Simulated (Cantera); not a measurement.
Input: 1 mol n-butane, 0.056 mol H2O, at 2250 K and 0.100 bar.

Cantera equilibrium calculation (NASA polynomials, part measured and part estimated; ideal gas, pure solids and liquids). The numbers say what is thermodynamically allowed, not how fast it happens.

```tsv
species	before	after
H2	0.963	0.759
H	0.0230	0.206
C2H2 (acetylene)	0.00322	0.0233
CO	0.0108	0.00982
C2	5.72e-9	2.25e-5
C3	6.50e-8	0.000231
C	3.64e-8	5.00e-5
C2H	3.06e-6	0.000765
C4H2	4.41e-6	0.000297
C2H2 (vinylidene)	9.77e-7	4.18e-5
C(graphite), mol	3.91	3.66
```
Gas species are given as mole fractions.

Task: What was changed between the two runs?
(A) pressure from 0.100 bar to 13.3 mbar
(B) H2O from 0.056 to 0.46 mol
(C) temperature from 2250 K to 2775 K
(D) temperature from 2250 K to 2025 K

Result: C, temperature from 2250 K to 2775 K
